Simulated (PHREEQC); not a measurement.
Solution A (0.74 mmol/kgw CaSO4) is mixed with solution B (0.18 mol/kgw HF and 0.0042 mol/kgw CsF) at 25 °C; shares are by mass of water, 1 kg in all. Oxygen is held at 0.21 atm. No CO2 enters from the air. The run lets Gypsum, Fluorite, Portlandite precipitate or redissolve, and no other solid.

The series has 11 steps of share of solution B, from 0 to 1.

The numbers come from PHREEQC with the ion-association model, wateq4f.dat.

**Question.** Which solids form, in which order, and at which step of the series does each first stand?

**Answer.** Fluorite from share of solution B = 0.1 (pH 2.47), last present at share of solution B = 0.9.

Species that the database lacks are ignored. wateq4f.dat counts part of the HF as a dimer, H2F2, which phreeqc.dat doesn't know; its constant is uncertain.
